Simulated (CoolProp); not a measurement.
Saturation properties of R1234ze(Z).

Model: reference Helmholtz-energy equation of state, Akasaka 2019, in CoolProp.

```csv
T (K),p (bar),vapour density (kg/m³),surface tension (mN/m)
287.2,1.196,6.048,14.2
290.5,1.352,6.794,13.7
293.8,1.523,7.612,13.3
297.1,1.711,8.505,12.9
300.4,1.917,9.481,12.5
303.7,2.142,10.54,12.1
307,2.386,11.70,11.7
310.3,2.652,12.96,11.3
313.7,2.949,14.36,10.9
317,3.261,15.84,10.5
```

It boils at 282.9 K under 1 atm.

Surface tension comes from a separate correlation (Kondou 2015).
